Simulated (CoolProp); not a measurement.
Saturation properties of R115.

Computed with CoolProp (reference Helmholtz-energy equation of state, Lemmon 2016).

```tsv
T (K)	p (bar)	liquid density (kg/m³)	vapour density (kg/m³)	liquid cp (kJ/(kg K))
193	0.1022	1683	0.9916	0.8758
204.2	0.2133	1647	1.967	0.8890
215.3	0.4048	1610	3.571	0.9041
226.5	0.7177	1572	6.089	0.9214
237.6	1.190	1534	9.777	0.9408
248.8	1.882	1493	15.06	0.9628
259.9	2.836	1452	22.27	0.9875
271	4.118	1407	31.95	1.016
282.2	5.806	1360	44.91	1.049
```

It boils at 233.9 K under 1 atm.
